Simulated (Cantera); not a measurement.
Feed: 1 mol B₂H₆, 3.1 mol O₂, 4.9 mol H₂, held at 1.00 Torr.

Cantera equilibrium calculation (NASA polynomials, part measured and part estimated; ideal gas, pure solids and liquids). Candidate condensed phases: B, B₂O₃, B₃O₃H₃, H₂O; 23 gas species. The feed counts by its element totals alone. Gases not in the tables: H₃BO₃. Equilibrium is a limit: real reactors are often held back by kinetics, nucleation or transport.

log p: log10 of the partial pressure in bar; n: condensed amount in mol.

```
T (K)  log p H₂  log p H₂O  log p HBO₂  log p B₂O₃     log p H   log p HBO   n B₂O₃(l)
-----  --------  ---------  ----------  ----------  ----------  ----------  ----------
1248      -3.11      -3.29       -4.44       -7.38       -7.88       -8.34       0.890
1298      -3.11      -3.31       -4.18       -6.75       -7.53       -7.87       0.795
1348      -3.12      -3.34  (withheld)  (withheld)  (withheld)  (withheld)  (withheld)
1398      -3.13      -3.39       -3.73       -5.64       -6.89       -7.04       0.394
1448      -3.15      -3.47       -3.56       -5.14       -6.61       -6.65      0.0260
1498      -3.15      -3.47       -3.55       -5.06       -6.34       -6.50           0
1548      -3.15      -3.47       -3.55       -5.02       -6.09       -6.37           0
1598      -3.15      -3.47       -3.56       -4.97       -5.85       -6.26           0
1648      -3.15      -3.47       -3.56       -4.93       -5.63       -6.15           0
1698      -3.15      -3.46       -3.57       -4.89       -5.42       -6.05           0
1748      -3.16      -3.46       -3.57       -4.85  (withheld)  (withheld)           0
1798      -3.16      -3.46       -3.57       -4.82       -5.03       -5.86           0
```

Problem. Some entries are withheld; supply them.

Solution. 
- 1348, log p HBO₂: -3.94
- 1348, log p B₂O₃: -6.18
- 1348, log p H: -7.20
- 1348, log p HBO: -7.44
- 1348, n B₂O₃(l): 0.639
- 1748, log p H: -5.22
- 1748, log p HBO: -5.95
